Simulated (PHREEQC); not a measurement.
0.064 g of hydrous ferric oxide (600 m²/g; 0.2 weak and 0.005 strong sites per Fe, Dzombak-Morel constants, diffuse double layer) in 1 kg of water with 0.01 mol/kgw of an inert sodium salt and 0.03 mmol/kgw SrCl2, at 25 °C; the pH is set by adding NaOH or the inert anion's acid. Oxygen alone is held at its pressure in air (log pO2 = -0.68). No CO2 enters from the air. Nothing may precipitate in this run.

The numbers come from PHREEQC with the ion-association model, wateq4f.dat.

| pH | Sr sorbed (%) | surface charge σ (C/m²) | surface potential ψ (mV) |
|---|---|---|---|
| 4 | 0.0 | 0.216 | 185 |
| 4.5 | 0.0 | 0.161 | 170 |
| 5 | 0.0 | 0.114 | 152 |
| 5.5 | 0.0 | 0.077 | 132 |
| 6.5 | 0.0 | 0.030 | 86 |
| 7 | 0.2 | 0.017 | 61 |
| 7.5 | 1.2 | 0.008 | 34 |
| 8 | 5.4 | 0.002 | 8 |
| 8.5 | 11.1 | -0.004 | -17 |
| 9 | 19.4 | -0.011 | -42 |
| 9.5 | 45.4 | -0.018 | -63 |
| 10.5 | 95.4 | -0.041 | -100 |
| 11 | 99.2 | -0.065 | -121 |
| 11.5 | 99.8 | -0.101 | -138 |
| 12 | 99.9 | -0.151 | -147 |
